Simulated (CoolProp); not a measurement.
Saturation properties of fluorine (Tc = -128.7 °C, pc = 52.40 bar, ω = 0.045).

Computed with CoolProp (reference Helmholtz-energy equation of state, de Reuck 1990).

```
T (°C)   p (bar)  vapour density (kg/m³)  enthalpy of vaporisation (kJ/kg)  liquid cp (kJ/(kg K))  surface tension (mN/m)
-------  -------  ----------------------  --------------------------------  ---------------------  ----------------------
-158.45    11.99                   58.31                             137.3                  1.747                    5.80
-154.75    14.93                   72.92                             130.8                  1.819                    4.93
-151.05    18.34                   90.67                             123.5                  1.917                    4.09
-147.45    22.18                   111.8                             115.5                  2.052                    3.30
-143.75    26.69                   138.7                             106.0                  2.261                    2.52
-140.05    31.83                   173.2                             94.83                  2.609                    1.79
-136.35    37.67                   219.7                             80.91                  3.293                    1.10
-132.65    44.30                   290.2                             61.75                  5.258                   0.491
```

It boils at -188.1 °C under 1 atm.

Surface tension comes from a separate correlation (Mulero 2012).
